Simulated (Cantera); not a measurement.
A closed system holds: 1 mol SiH2Cl2, 0.17 mol Cl2, 330 mol H2, equilibrated at 925 °C and 75.0 Torr.

Equilibrium computed with Cantera from the NASA thermochemical tables; the gas is ideal and each condensed phase is pure. Candidate condensed phases: Si; 19 gas species. Equilibrium is a limit: real reactors are often held back by kinetics, nucleation or transport.

Base state: H2 0.993, HCl 0.00674, SiCl2 0.000108, SiHCl3 1.45e-5 (mole fractions); condensed: Si(s).

**Question.** What changes in the equilibrium state with this change: SiH2Cl2 replaced by SiCl4?

**Answer.** 
```tsv
species	before	after
H2	0.993	0.988
HCl	0.00674	0.0119
SiCl2	0.000108	0.000335
SiCl4	3.66e-6	3.56e-5
SiCl3	6.67e-6	3.67e-5
SiHCl3	1.45e-5	7.98e-5
Si(s), mol	0.953	0.830
```
The tables' values for SiCl3 are old estimates; treat these amounts as uncertain.
